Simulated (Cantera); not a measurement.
# Reactions in the system C-H-N-Ta

Standard-state values (1 bar) from the NASA 1993 polynomials, evaluated with Cantera. Values are per mole of reaction as written; species without (g) are pure solids or liquids, kept so even where they would boil at 1 bar. TaC: taken at fixed stoichiometry.

6 TaC + 3 H2(g) → C6H6(g) + 6 Ta

| T (K) | ΔH° (kJ) | ΔS° (J/K) | ΔG° (kJ) | log10 K |
|---|---|---|---|---|
| 300 | 947.3 | -128.8 | 985.9 | -171.67 |
| 673 | 925.3 | -178.5 | 1045.4 | -81.14 |
| 773 | 921.9 | -183.3 | 1063.5 | -71.87 |
| 873 | 919.2 | -186.6 | 1082.0 | -64.74 |
| 973 | 916.9 | -189.0 | 1100.8 | -59.10 |
| 1073 | 915.2 | -190.7 | 1119.8 | -54.51 |
| 1173 | 913.6 | -192.1 | 1139.0 | -50.72 |
| 1273 | 912.2 | -193.3 | 1158.2 | -47.53 |
| 1373 | 911.0 | -194.2 | 1177.6 | -44.80 |
| 1473 | 909.8 | -195.0 | 1197.1 | -42.45 |
| 1573 | 908.7 | -195.8 | 1216.6 | -40.40 |

2 CH3(g) + N2(g) + 2 Ta → 2 TaC + 2 NH3(g)

```
T (K)  ΔH° (kJ)  ΔS° (J/K)  ΔG° (kJ)  log10 K
-----  --------  ---------  --------  -------
300      -673.9     -192.3    -616.2   107.29
673      -674.3     -194.1    -543.6    42.19
773      -673.7     -193.3    -524.3    35.43
873      -673.1     -192.5    -505.0    30.21
973      -672.3     -191.7    -485.8    26.08
1073     -671.5     -190.9    -466.6    22.72
1173     -670.5     -190.1    -447.6    19.93
1273     -669.5     -189.2    -428.6    17.59
1373     -668.4     -188.4    -409.8    15.59
1473     -667.2     -187.6    -391.0    13.86
1573     -665.9     -186.7    -372.2    12.36
```
